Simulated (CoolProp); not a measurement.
Vapour-liquid equilibrium of diethyl ether (1) + ethanol (2) at 321.6 K; x and y are mole fractions of (1).

The numbers come from the multi-fluid Helmholtz-energy mixture model, Thol 2014 and Schroeder 2014; pair parameters Bell 2016 in CoolProp.

```
x     bubble pressure, mixture model (bar)  bubble pressure, Raoult's law (bar)  y, mixture model  y, Raoult's law
----  ------------------------------------  -----------------------------------  ----------------  ---------------
0.05                                0.4365                               0.3405             0.400            0.239
0.2                                 0.8197                               0.5432             0.719            0.598
0.35                                 1.064                               0.7460             0.809            0.762
0.5                                  1.223                               0.9487             0.853            0.856
0.65                                 1.343                                1.151             0.887            0.917
0.8                                  1.457                                1.354             0.924            0.960
0.95                                 1.581                                1.557             0.977            0.991
```

The largest gap from Raoult's law is +50.9 % in bubble pressure, at x = 0.2. No azeotrope shows between x = 0.05 and 0.95.

The pair parameters rest on a limited set of measurements; away from them the model extrapolates. With so large a gap from Raoult's law the liquid may split in two, which this calculation doesn't test in full.
